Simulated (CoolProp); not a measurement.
Octamethyltrisiloxane (MDM) along the isobar 2.83 bar: fugacity coefficient from the reference equation and from simpler models built on Tc = 292.2 °C, pc = 14.38 bar, ω = 0.528; each cubic takes its own stable root.

Model: reference Helmholtz-energy equation of state, Thol 2017, in CoolProp.

```tsv
T (°C)	phase	reference
123.85	liquid	0.1554
131.85	liquid	0.1965
139.85	liquid	0.2452
147.85	liquid	0.3023
155.85	liquid	0.3684
163.85	liquid	0.4442
171.85	liquid	0.5301
179.85	liquid	0.6266
187.95	liquid	0.7353
203.95	gas	0.8746
211.95	gas	0.8824
```

**Question.** How far does each simpler model (van der Waals, Redlich-Kwong, Soave-Redlich-Kwong, Peng-Robinson) lie from the reference over these 11 states: mean and median of the absolute difference, and the worst?

**Answer.** 
- van der Waals: mean 148.9 %, median 101.0 %, worst +457.5 % at 123.85 °C and 2.83 bar
- Redlich-Kwong: mean 81.8 %, median 90.0 %, worst +174.6 % at 123.85 °C and 2.83 bar
- Soave-Redlich-Kwong: mean 0.3 %, median 0.2 %, worst +0.6 % at 187.95 °C and 2.83 bar
- Peng-Robinson: mean 0.6 %, median 0.6 %, worst -0.9 % at 187.95 °C and 2.83 bar

At some of these states van der Waals, Redlich-Kwong gives the other phase, because its saturation line lies elsewhere.
